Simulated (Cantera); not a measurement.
Equilibrium for carbon deposition, reforming and gasification: CH3OH + O2

A closed system holds: 1 mol CH3OH, 0.69 mol O2, at 0.850 bar.

Cantera equilibrium calculation (NASA polynomials, part measured and part estimated; ideal gas, pure solids and liquids). Candidate condensed phases: C, C6H6, C7H8, C8H18, H2O; 110 gas species. The numbers say what is thermodynamically allowed, not how fast it happens.

```json
[
 {"T (°C)": "1575", "x H2O": "0.378", "x H2": "0.289", "x CO": "0.251", "x CO2": "0.0821", "x H": "0.000309", "x OH": "2.98e-5"},
 {"T (°C)": "1675", "x H2O": "0.382", "x H2": "0.284", "x CO": "0.255", "x CO2": "0.0780", "x H": "0.000654", "x OH": "7.94e-5"},
 {"T (°C)": "1775", "x H2O": "0.385", "x H2": "0.281", "x CO": "0.259", "x CO2": "0.0746", "x H": "0.00129", "x OH": "0.000192"},
 {"T (°C)": "1875", "x H2O": "0.387", "x H2": "0.277", "x CO": "0.261", "x CO2": "0.0716", "x H": "0.00238", "x OH": "0.000428"},
 {"T (°C)": "1975", "x H2O": "0.389", "x H2": "0.273", "x CO": "0.264", "x CO2": "0.0689", "x H": "0.00417", "x OH": "0.000888"},
 {"T (°C)": "2075", "x H2O": "0.390", "x H2": "0.270", "x CO": "0.265", "x CO2": "0.0666", "x H": "0.00696", "x OH": "0.00173"},
 {"T (°C)": "2175", "x H2O": "0.389", "x H2": "0.266", "x CO": "0.266", "x CO2": "0.0644", "x H": "0.0111", "x OH": "0.00317"}
]
```
x: gas mole fraction; nothing condenses.

From 1575 °C to 2175 °C nothing is condensed. The main C-bearing gas is CO throughout.
